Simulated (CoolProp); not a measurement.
A simple Rankine cycle with R11: condensing at 326.15 K, boiler at 2.26 MPa, turbine inlet 499 K, turbine efficiency 0.6, pump efficiency 0.7, no recuperator. Each further row changes one setting.

The numbers come from the reference Helmholtz-energy equation of state, Jacobsen 1992 in CoolProp.

```csv
case,thermal efficiency (%),net work (kJ/kg),heat in (kJ/kg),turbine exit temperature (K),volume ratio over the turbine
as stated,…,30.1,267,429.5,8.75
condensing temperature 318.15 K,12.1,…,…,423.8,…
boiler pressure 1.58 MPa,…,…,273,443.7,5.96
turbine efficiency 0.5,…,…,267,437.5,8.93
```

Question: Fill in the missing entries.

Answer: 
- as stated, thermal efficiency (%): 11.3
- condensing temperature 318.15 K, net work (kJ/kg): 33.3
- condensing temperature 318.15 K, heat in (kJ/kg): 274
- condensing temperature 318.15 K, volume ratio over the turbine: 11.0
- boiler pressure 1.58 MPa, thermal efficiency (%): 9.8
- boiler pressure 1.58 MPa, net work (kJ/kg): 26.8
- turbine efficiency 0.5, thermal efficiency (%): 9.3
- turbine efficiency 0.5, net work (kJ/kg): 24.7
